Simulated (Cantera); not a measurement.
An isothermal plug-flow reactor at 725 K and 0.480 bar (inlet), inlet velocity 2.5 m/s, active area per volume 160 1/m; feed 2.36 % H2, 12.9 % O2, 84.8 % N2, equivalence ratio 0.092.

Detailed kinetics in Cantera: Deutschmann's 1995 Pt surface mechanism with GRI-Mech 3.0 gas chemistry. Catalytic surfaces can have several steady states; this one follows from the mechanism file's or the stated starting coverage. Mass transfer to the wall is taken as infinitely fast.

x: gas mole fraction; θ: surface coverage.

| z (m) | x H2 | x O2 | x H2O | θ free Pt | θ O* | θ OH* |
|---|---|---|---|---|---|---|
| 0.00026 | 0.0200 | 0.127 | 0.00366 | 0.288 | 0.706 | 0.00600 |
| 0.00043 | 0.0182 | 0.126 | 0.00552 | 0.263 | 0.731 | 0.00600 |
| 0.00072 | … | 0.125 | … | … | 0.765 | 0.00595 |
| 0.0012 | … | 0.124 | … | … | 0.806 | 0.00578 |
| 0.002 | 0.00969 | 0.123 | 0.0141 | 0.145 | 0.850 | 0.00545 |
| 0.0033 | 0.00694 | 0.121 | 0.0169 | 0.105 | 0.890 | 0.00494 |
| 0.0056 | 0.00459 | 0.120 | 0.0192 | 0.0714 | 0.924 | 0.00428 |
| 0.0093 | 0.00293 | 0.120 | 0.0209 | 0.0480 | 0.948 | 0.00364 |
| 0.015 | 0.00182 | 0.119 | 0.0220 | 0.0336 | 0.963 | 0.00311 |
| 0.026 | 0.000958 | 0.119 | 0.0229 | 0.0238 | 0.974 | 0.00266 |

Problem. What belongs in the gaps?

Solution. 
- 0.00072, x H2: 0.0157
- 0.00072, x H2O: 0.00803
- 0.00072, θ free Pt: 0.229
- 0.0012, x H2: 0.0127
- 0.0012, x H2O: 0.0110
- 0.0012, θ free Pt: 0.188
